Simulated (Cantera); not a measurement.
An adiabatic, constant-volume homogeneous reactor starts with CO : H2 : O2 : N2 = 1 : 0.084 : 0.63 : 2.37 (molar parts), at 1725 K and 0.336 atm. Integrator tolerance rtol = 1e-08.

Detailed kinetics in Cantera: GRI-Mech 3.0 (53 species, 325 reactions).

Question: What does this change do: 0.27 parts H2O added?

Answer: 
```csv
quantity,before,after
time of steepest temperature rise,87.3 µs,81.9 µs
temperature at 0.800 s,2801 K,2732 K
equilibrium temperature,2801 K,2732 K
x(CO) at 0.800 s,0.119 (gas-phase equilibrium 0.119),0.0982 (gas-phase equilibrium 0.0982)
x(H2) at 0.800 s,0.00156 (gas-phase equilibrium 0.00156),0.00657 (gas-phase equilibrium 0.00657)
x(O2) at 0.800 s,0.0634 (gas-phase equilibrium 0.0634),0.0565 (gas-phase equilibrium 0.0565)
x(O) at 0.800 s,0.0192 (gas-phase equilibrium 0.0192),0.0139 (gas-phase equilibrium 0.0139)
x(HO2) at 0.800 s,3.56e-6 (gas-phase equilibrium 3.56e-6),6.37e-6 (gas-phase equilibrium 6.37e-6)
x(H) at 0.800 s,0.00453 (gas-phase equilibrium 0.00453),0.00735 (gas-phase equilibrium 0.00735)
```

Question: What does this change do: pressure from 0.336 atm to 0.987 atm?

Answer: 
```tsv
quantity	before	after
time of steepest temperature rise	87.3 µs	32.7 µs
temperature at 0.800 s	2801 K	2900 K
equilibrium temperature	2801 K	2900 K
x(CO) at 0.800 s	0.119 (gas-phase equilibrium 0.119)	0.112 (gas-phase equilibrium 0.112)
x(H2) at 0.800 s	0.00156 (gas-phase equilibrium 0.00156)	0.00142 (gas-phase equilibrium 0.00142)
x(O2) at 0.800 s	0.0634 (gas-phase equilibrium 0.0634)	0.0603 (gas-phase equilibrium 0.0603)
x(O) at 0.800 s	0.0192 (gas-phase equilibrium 0.0192)	0.0157 (gas-phase equilibrium 0.0157)
x(HO2) at 0.800 s	3.56e-6 (gas-phase equilibrium 3.56e-6)	5.71e-6 (gas-phase equilibrium 5.71e-6)
x(H) at 0.800 s	0.00453 (gas-phase equilibrium 0.00453)	0.00349 (gas-phase equilibrium 0.00349)
```

Question: What does this change do: initial temperature 1725 to 1425 K?

Answer: 
| quantity | before | after |
|---|---|---|
| time of steepest temperature rise | 87.3 µs | 0.194 ms |
| temperature at 0.800 s | 2801 K | 2746 K |
| equilibrium temperature | 2801 K | 2746 K |
| x(CO) at 0.800 s | 0.119 (gas-phase equilibrium 0.119) | 0.103 (gas-phase equilibrium 0.103) |
| x(H2) at 0.800 s | 0.00156 (gas-phase equilibrium 0.00156) | 0.00137 (gas-phase equilibrium 0.00137) |
| x(O2) at 0.800 s | 0.0634 (gas-phase equilibrium 0.0634) | 0.0591 (gas-phase equilibrium 0.0591) |
| x(O) at 0.800 s | 0.0192 (gas-phase equilibrium 0.0192) | 0.0137 (gas-phase equilibrium 0.0137) |
| x(HO2) at 0.800 s | 3.56e-6 (gas-phase equilibrium 3.56e-6) | 3.34e-6 (gas-phase equilibrium 3.34e-6) |
| x(H) at 0.800 s | 0.00453 (gas-phase equilibrium 0.00453) | 0.00323 (gas-phase equilibrium 0.00323) |
